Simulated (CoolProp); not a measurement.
Aqueous lithium chloride as a coolant, 14 % by mass, freezing at -21.0 °C, 1 atm.

The numbers come from the Melinder's fits for secondary coolants in CoolProp.

| T (°C) | density (kg/m³) | viscosity (mPa s) | conductivity (W/(m K)) | cp (kJ/(kg K)) |
|---|---|---|---|---|
| -19.9 | 1085 | 6.05 | 0.506 | 3.347 |
| -10.5 | 1085 | 4.04 | 0.520 | 3.380 |
| -1.2 | 1084 | 2.91 | 0.534 | 3.414 |
| 8.1 | 1082 | 2.21 | 0.547 | 3.447 |
| 17.4 | 1080 | 1.75 | 0.561 | 3.481 |
| 26.7 | 1077 | 1.42 | 0.574 | 3.514 |
| 36.1 | 1074 | 1.17 | 0.588 | 3.548 |
